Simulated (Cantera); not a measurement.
A perfectly stirred reactor is fed with H₂ : O₂ : N₂ = 0.14 : 1 : 0.37 (molar parts), equivalence ratio 0.070, at 20.0 Torr; it is held at 1123 K, and followed from long to short residence time.

Cantera simulation using GRI-Mech 3.0 (53 species, 325 reactions); the numbers are that mechanism's predictions, not measurements. Radical loss at walls, strong at low pressure, is not modelled. The temperature is held fixed by assumption; the heat of reaction is taken as removed at once.

What does this change do: H2 0.14 to 0.18 parts?


```csv
quantity,before,after
x(H₂) at τ = 0.340 s,0.000556,0.000675
x(O₂) at τ = 0.340 s,0.644,0.621
x(H₂O₂) at τ = 0.340 s,3.01e-7,3.79e-7
x(O) at τ = 0.340 s,0.00194,0.00192
x(H₂O) at τ = 0.340 s,0.0959,0.122
x(H₂) at τ = 8.10 ms,0.00490,0.00600
x(O₂) at τ = 8.10 ms,0.630,0.607
x(H₂O₂) at τ = 8.10 ms,4.47e-7,5.36e-7
x(O) at τ = 8.10 ms,0.0155,0.0161
x(H₂O) at τ = 8.10 ms,0.0845,0.108
```

What does this change do: 0.1 parts H2O added?


```json
[
 {"quantity": "x(H₂) at τ = 0.340 s", "before": "0.000556", "after": "0.000588"},
 {"quantity": "x(O₂) at τ = 0.340 s", "before": "0.644", "after": "0.603"},
 {"quantity": "x(H₂O₂) at τ = 0.340 s", "before": "3.01e-7", "after": "4.33e-7"},
 {"quantity": "x(O) at τ = 0.340 s", "before": "0.00194", "after": "0.00132"},
 {"quantity": "x(H₂O) at τ = 0.340 s", "before": "0.0959", "after": "0.154"},
 {"quantity": "x(H₂) at τ = 8.10 ms", "before": "0.00490", "after": "0.00534"},
 {"quantity": "x(O₂) at τ = 8.10 ms", "before": "0.630", "after": "0.593"},
 {"quantity": "x(H₂O₂) at τ = 8.10 ms", "before": "4.47e-7", "after": "6.58e-7"},
 {"quantity": "x(O) at τ = 8.10 ms", "before": "0.0155", "after": "0.0114"},
 {"quantity": "x(H₂O) at τ = 8.10 ms", "before": "0.0845", "after": "0.143"}
]
```
